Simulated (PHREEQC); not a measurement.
A solution holds 12 mmol/kgw NaH2PO4, 0.046 mmol/kgw HNO3 and 0.018 mmol/kgw H4SiO4, at 23 °C. Closed to the air; pH follows from the charge balance.

Equilibrium calculation in PHREEQC: ion-association model, phreeqc.dat.

```yaml
pH: 4.52
ionic_strength: 0.0121 mol/kgw
specific_conductance: 881 µS/cm
total_alkalinity: -0.0460 meq/kg
```

```tsv
species	molality	activity	log γ
Na+	0.0120	0.0107	-0.048
H2PO4-	0.0119	0.0107	-0.047
H3PO4	4.65e-5	4.67e-5	0.001
NO3-	4.60e-5	4.10e-5	-0.050
HPO4-2	3.35e-5	2.17e-5	-0.189
H+	3.34e-5	3.03e-5	-0.042
H4SiO4	1.80e-5	1.81e-5	0.001
NaHPO4-	5.06e-7	4.54e-7	-0.047
```

No solid was allowed to form.
